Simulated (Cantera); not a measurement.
An isothermal, constant-pressure homogeneous reactor starts with N₂O : N₂ = 1 : 2 (molar parts), at 1523 K and 0.345 atm.

Cantera simulation using GRI-Mech 3.0 (53 species, 325 reactions); the numbers are that mechanism's predictions, not measurements. GRI-Mech 3.0 was tuned for natural gas; its chemistry of N2O as a main component is partial and can be far from experiment. The temperature is held fixed by assumption; the heat of reaction is taken as removed at once.

One state of this run: x N₂O = 1.29e-6; x O₂ = 0.112; x NO₂ = 0.000134; x NO = 0.0622; x O = 3.14e-6; x N₂ = 0.826. x: mole fraction; the columns are a selection and need not sum to one.

**Question.** Which value of t (s) does it belong to?
A) 0.0807
B) 100
C) 0.265
D) 0.000700

**Answer.** B, 100
